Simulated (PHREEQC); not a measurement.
# Acid rinse or clean: an equilibrium model

Consider water at 40 °C with 9.6 mmol/kgw HF, 0.032 mmol/kgw ZnSO4 and 140 mmol/kgw CuCl2. Closed to the air; pH follows from the charge balance.

Computed with PHREEQC (ion-association model, wateq4f.dat).

No solid was allowed to form.

Problem. Predict the pH, ionic strength.

Solution. pH 2.60; ionic strength 0.344 mol/kgw.

Problem. In which forms is Cl present?

Solution. Cl- 86 %, CuCl+ 13 %, CuCl2 1.6 % of the Cl.

Constants without temperature data keep their 25 °C values here.
